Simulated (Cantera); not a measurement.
Source: NASA polynomial tables (part measured, part estimated), evaluated in Cantera. Values are per mole of reaction as written; species without (g) are pure solids or liquids, kept so even where they would boil at 1 bar.

Q: Between 300 and 1123 K, where is each reaction favourable under standard conditions?
- 2 NH₃(g) + 6 CsCl → 6 Cs + N₂(g) + 6 HCl(g)

A: 
- 2 NH₃(g) + 6 CsCl → 6 Cs + N₂(g) + 6 HCl(g): ΔG° is 1946 kJ at 300 K and 1283 kJ at 1123 K; it stays positive (K < 1). ΔH° is 2021 kJ and ΔS° 657 J/K at 1123 K.
